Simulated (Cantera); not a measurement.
## Silicon oxide and oxynitride deposition: SiH4 + N2O + H2 + O2

Feed: 1 mol SiH4, 0.27 mol N2O, 5.5 mol H2, 11 mol O2, at 1.00 bar.

Method: chemical equilibrium by Gibbs-energy minimisation in Cantera with the NASA 1993 tables (ideal gas, pure condensed phases). Candidate condensed phases: H2O, Si, SiO2, Si2N2O, Si3N4; 35 gas species. The tables hold silica as quartz up to 1696 K and as liquid above; real silica turns to tridymite and cristobalite and melts near 1996 K. Gases not in the tables: Si(OH)4. Equilibrium is a limit: real reactors are often held back by kinetics, nucleation or transport.

| T (K) | log p H2O | log p O2 | log p N2 | log p NO | log p OH | log p NO2 | log p HO2 | log p O | n SiO2(α-quartz) | n SiO2(β-quartz) |
|---|---|---|---|---|---|---|---|---|---|---|
| 773 | -0.28 | -0.35 | -1.72 | -6.55 | -8.98 | -6.76 | -10.46 | <-12 | 1.00 | 0 |
| 823 | -0.28 | -0.35 | -1.72 | -6.17 | -8.32 | -6.62 | -9.91 | <-12 | 1.00 | 0 |
| 873 | -0.28 | -0.35 | -1.72 | -5.84 | -7.73 | -6.50 | -9.43 | -11.89 | 0 | 1.00 |
| 923 | -0.28 | -0.35 | -1.72 | -5.55 | -7.20 | -6.39 | -9.00 | -11.08 | 0 | 1.00 |
| 973 | -0.28 | -0.35 | -1.72 | -5.28 | -6.73 | -6.30 | -8.61 | -10.34 | 0 | 1.00 |
| 1023 | -0.28 | -0.35 | -1.72 | -5.04 | -6.30 | -6.21 | -8.26 | -9.68 | 0 | 1.00 |
| 1073 | -0.28 | -0.35 | -1.72 | -4.82 | -5.92 | -6.13 | -7.95 | -9.08 | 0 | 1.00 |
| 1123 | -0.28 | -0.35 | -1.72 | -4.62 | -5.56 | -6.06 | -7.66 | -8.53 | 0 | 1.00 |
| 1173 | -0.28 | -0.35 | -1.72 | -4.44 | -5.24 | -5.99 | -7.39 | -8.03 | 0 | 1.00 |
| 1223 | -0.28 | -0.35 | -1.72 | -4.28 | -4.95 | -5.93 | -7.15 | -7.57 | 0 | 1.00 |
| 1273 | -0.28 | -0.35 | -1.72 | -4.12 | -4.67 | -5.87 | -6.93 | -7.14 | 0 | 1.00 |
| 1323 | -0.28 | -0.35 | -1.72 | -3.98 | -4.42 | -5.82 | -6.72 | -6.75 | 0 | 1.00 |
log p: log10 of the partial pressure in bar; n: condensed amount in mol.

From 773 K to 823 K the condensed part is SiO2(α-quartz). From 873 K to 1323 K the condensed part is SiO2(β-quartz).
